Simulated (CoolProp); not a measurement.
Carbonyl sulfide along the isobar 6680 kPa: Z from the reference equation and from simpler models built on Tc = 105.6 °C, pc = 6369 kPa, ω = 0.098; each cubic takes its own stable root.

Values from CoolProp's reference Helmholtz-energy equation of state, Lemmon 2006. It is a short technical equation, of lower accuracy than the large ones.

```tsv
T (°C)	phase	reference
-83.05	liquid	0.2032
-61.75	liquid	0.1891
-40.45	liquid	0.1782
-19.05	liquid	0.1699
2.25	liquid	0.1640
23.55	liquid	0.1603
44.85	liquid	0.1591
66.25	liquid	0.1615
87.55	liquid	0.1711
108.85	supercritical	0.3249
130.15	supercritical	0.6119
151.45	supercritical	0.7028
172.85	supercritical	0.7617
194.15	supercritical	0.8042
```

Problem. How far does each simpler model (van der Waals, Redlich-Kwong, Soave-Redlich-Kwong, Peng-Robinson) lie from the reference over these 14 states: mean and median of the absolute difference, and the worst?

Solution. 
- van der Waals: mean 34.3 %, median 50.9 %, worst +54.8 % at -83.05 °C and 6680 kPa
- Redlich-Kwong: mean 5.9 %, median 5.3 %, worst +16.5 % at 87.55 °C and 6680 kPa
- Soave-Redlich-Kwong: mean 5.9 %, median 5.3 %, worst +15.1 % at 87.55 °C and 6680 kPa
- Peng-Robinson: mean 4.3 %, median 3.6 %, worst -6.8 % at -40.45 °C and 6680 kPa
